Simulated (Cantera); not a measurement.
What does this Cantera script print?

```python
import numpy as np
import cantera as ct

gas_names = """
    C CH CH2 CH3 CH2OH CH3O CH4 CH3OH CN CO CO2 COOH C2 C2H CHCO,ketyl C2H2,acetylene C2H2,vinylidene
    CH2CO,ketene C2H3,vinyl CH3CN CH3CO,acetyl C2H4 C2H4O,ethylen CH3CHO,ethanal CH3COOH (HCOOH)2 C2H5
    C2H6 CH3OCH3 C2H5OH CCN CNC C2N2 C2O C3 C3H3,propargyl C3H4,allene C3H4,propyne C3H4,cyclo-
    C3H5,allyl C3H6,propylene C3H6,cyclo- C3H6O C3H7,n-propyl C3H7,i-propyl C3H8 C3H8O,1propanol
    C3H8O,2propanol C3O2 C4 C4H2 C4H4,1,3-cyclo- C4H6,butadiene C4H6,2-butyne C4H6,cyclo- C4H8,1-butene
    C4H8,cis2-buten C4H8,tr2-butene C4H8,isobutene C4H8,cyclo- (CH3COOH)2 C4H9,n-butyl C4H9,i-butyl
    C4H9,s-butyl C4H9,t-butyl C4H10,isobutane C4H10,n-butane C4N2 C5 C5H6,1,3cyclo- C5H8,cyclo-
    C5H10,1-pentene C5H10,cyclo- C5H11,pentyl C5H11,t-pentyl C5H12,n-pentane C5H12,i-pentane
    CH3C(CH3)2CH3 C6H2 C6H5,phenyl C6H5O,phenoxy C6H6 C6H5OH,phenol C6H10,cyclo- C6H12,1-hexene
    C6H12,cyclo- C6H13,n-hexyl C7H7,benzyl C7H8 C7H8O,cresol C7H14,1-heptene C7H15,n-heptyl
    C7H16,n-heptane C8H8,styrene C8H10,ethylbenz C8H16,1-octene C8H17,n-octyl C8H18,isooctane
    C8H18,n-octane C9H19,n-nonyl C10H8,naphthale C10H21,n-decyl C12H9,o-bipheny C12H10,bipheny H HCN HCO
    HCCN HNC HNCO HNO HNO2 HNO3 HO2 H2 HCHO,formaldehy HCOOH H2O H2O2 N NCO NH NH2 NH3 NH2OH NO NO2 NO3
    N2 N2H2 N2H4 N2O O OH O2 O3 Si SiC SiC2 SiC4H12 SiH SiH2 SiH3 SiH4 SiN SiO SiO2 Si2 Si2C Si2N Si3
""".split()
cond_names = """
    C(gr) C6H6(L) C7H8(L) C8H18(L),n-octa H2O(s) H2O(L) Si(cr) Si(L) SiC(b) SiO2(Lqz) SiO2(hqz) SiO2(L)
    Si2N2O(s) Si3N4(a)
""".split()


def load(file, names, dense=False):
    # The tables refer to 1 bar. Condensed volumes are neglected.
    table = {s.name: s for s in ct.Species.list_from_file(file)}
    out = []
    for n in names:
        d = dict(table[n].input_data)
        d["thermo"] = dict(d["thermo"], **{"reference-pressure": 1e5})
        if dense:
            d["equation-of-state"] = {"model": "constant-volume", "density": "1e6 g/cm^3"}
        out.append(ct.Species.from_dict(d))
    return out


gas = ct.Solution(thermo="ideal-gas", species=load("nasa_gas.yaml", gas_names))
cond = {s.name: ct.Solution(thermo="fixed-stoichiometry", species=[s], name=s.name)
        for s in load("nasa_condensed.yaml", cond_names, dense=True)}
atoms = {
    'TEOS': {'Si': 1, 'C': 8, 'H': 20, 'O': 4},
    'NO': {'N': 1, 'O': 1},
}
top_T = {'C(gr)': 4500, 'SiC(b)': 3050, 'Si2N2O(s)': 2100, 'Si3N4(a)': 2400}  # K; cautious upper limits of use, not melting points


def equilibrate(T, P, feed):
    n = {}
    for name, mol in feed.items():
        for a, k in atoms[name].items():
            n[a] = n.get(a, 0.0) + k * mol
    gas.TPX = T, P, n
    mass = sum(n.values()) * gas.mean_molecular_weight
    gas.equilibrate("TP")
    valid = [c for c in cond.values() if c.min_temp <= T <= top_T.get(c.name, c.max_temp)]
    mix = ct.Mixture([(gas, mass / gas.mean_molecular_weight)] + [(c, 0.0) for c in valid])
    mix.T, mix.P = T, P
    mix.equilibrate("TP", solver="vcs", rtol=1e-11, max_steps=5000)
    return mix


results = []
feed = {'TEOS': 1, 'NO': 0.14}  # mol
P = 340  # Pa
for T in [1173, 1273, 1373, 1473, 1573, 1673, 1773, 1873, 1973, 2073]:
    mix = equilibrate(T, P, feed)
    results.append((T, P, feed, dict(zip(mix.species_names, mix.species_moles))))

top = {s: max(r[3][s] / sum(r[3][g] for g in gas_names) for r in results) for s in gas_names}
cols = sorted((s for s in top if top[s] > 1e-05), key=lambda s: -top[s])[:8]
seen = [c for c in cond_names if any(r[3].get(c, 0) > 1e-12 for r in results)]
print("log10 of partial pressures in bar; condensed amounts in mol")
print(f"{'T/K':>10s}" + "".join(f"{s[:9]:>10s}" for s in cols + seen))
for T, P, feed, n in results:
    ng = sum(n[g] for g in gas_names)
    print(f"{T:10.4g}" + "".join(f"{np.log10(max(n[s] / ng * P / 1e5, 1e-99)):10.3f}" for s in cols)
          + "".join(f"{n.get(c, 0):10.4g}" for c in seen))
```

Output:

```
log10 of partial pressures in bar; condensed amounts in mol
       T/K        H2        CO         H        N2       SiO        Si       HCN C2H2,acet     C(gr)    SiC(b) SiO2(hqz) Si2N2O(s)
      1173    -2.555    -3.225    -8.206    -4.710    -9.381   -17.836    -7.893    -9.768      5.86         0         1         0
      1273    -2.559    -3.198    -7.426    -5.282    -7.019   -13.959    -7.717    -8.989     5.706         0    0.8976   0.05104
      1373    -2.621    -3.005    -6.788    -4.777    -5.965   -11.784    -7.100    -8.384     2.869    0.9955         0         0
      1473    -2.621    -3.005    -6.208    -4.778    -5.763   -10.446    -6.760    -7.808     2.874    0.9928         0         0
      1573    -2.621    -3.005    -5.702    -4.781    -5.587    -9.279    -6.464    -7.307      2.88    0.9892         0         0
      1673    -2.622    -3.006    -5.255    -4.785    -5.433    -8.253    -6.205    -6.866     2.887    0.9845         0         0
      1773    -2.623    -3.007    -4.858    -4.791    -5.297    -7.344    -5.977    -6.477     2.895    0.9786         0         0
      1873    -2.626    -3.009    -4.503    -4.801    -5.177    -6.534    -5.777    -6.132     2.904    0.9707         0         0
      1973    -2.632    -3.012    -4.186    -4.816    -5.071    -5.806    -5.602    -5.825     2.915    0.9567         0         0
      2073    -2.643    -3.018    -3.902    -4.838    -4.978    -5.149    -5.452    -5.555      2.94    0.9199         0         0
```

Cantera equilibrium calculation (NASA polynomials, part measured and part estimated; ideal gas, pure solids and liquids). The feed counts by its element totals alone. Mutual solubility and eutectic melting of coexisting phases are not modelled. The tables hold silica as quartz up to 1696 K and as liquid above; real silica turns to tridymite and cristobalite and melts near 1996 K.
